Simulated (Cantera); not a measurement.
Thermodynamics of chlorosilane synthesis and conversion, feed Si + Cl₂ + H₂

A closed system holds: 1 mol Si, 2.6 mol Cl₂, 0.85 mol H₂, held at 1027 °C and 1 atm.

Cantera equilibrium calculation (NASA polynomials, part measured and part estimated; ideal gas, pure solids and liquids). Candidate condensed phases: Si; 19 gas species. The tables' values for SiCl₃ are old estimates; treat these amounts as uncertain. The numbers say what is thermodynamically allowed, not how fast it happens.

```json
{
  "x(HCl)": "0.496",
  "x(SiCl₄)": "0.400",
  "x(H₂)": "0.0962",
  "x(SiCl₃)": "0.00377",
  "x(SiHCl₃)": "0.00353",
  "x(SiCl₂)": "0.000211",
  "x(SiH₂Cl₂)": "4.40e-6",
  "x(Cl)": "1.48e-6",
  "gas_amount": "2.455 mol",
  "log10 activity of Si(s) (absent)": "-4.51"
}
```
